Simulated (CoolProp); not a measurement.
Vapour-liquid equilibrium of CH2F2 (R32) (1) + fluoroethane (R161) (2) at 1.16 MPa; x and y are mole fractions of (1).

Values from CoolProp's multi-fluid Helmholtz-energy mixture model, Tillner-Roth 1997 and Wu 2012; pair parameters Bell 2016.

| x | bubble temperature, mixture model (°C) | bubble temperature, Raoult's law (°C) | y, mixture model | y, Raoult's law |
|---|---|---|---|---|
| 0.05 | 31.7 | 32.0 | 0.085 | 0.087 |
| 0.15 | 28.4 | 29.1 | 0.232 | 0.244 |
| 0.25 | 25.6 | 26.4 | 0.358 | 0.378 |
| 0.35 | 23.1 | 24.0 | 0.468 | 0.496 |
| 0.45 | 20.9 | 21.7 | 0.567 | 0.600 |
| 0.55 | 19.0 | 19.6 | 0.657 | 0.691 |
| 0.65 | 17.1 | 17.6 | 0.741 | 0.773 |
| 0.75 | 15.4 | 15.8 | 0.820 | 0.846 |
| 0.85 | 13.8 | 14.0 | 0.895 | 0.912 |
| 0.95 | 12.3 | 12.4 | 0.966 | 0.972 |

The largest gap from Raoult's law is -0.9 K in bubble temperature, at x = 0.35. No azeotrope shows between x = 0.05 and 0.95.

The pair parameters rest on a limited set of measurements; away from them the model extrapolates.
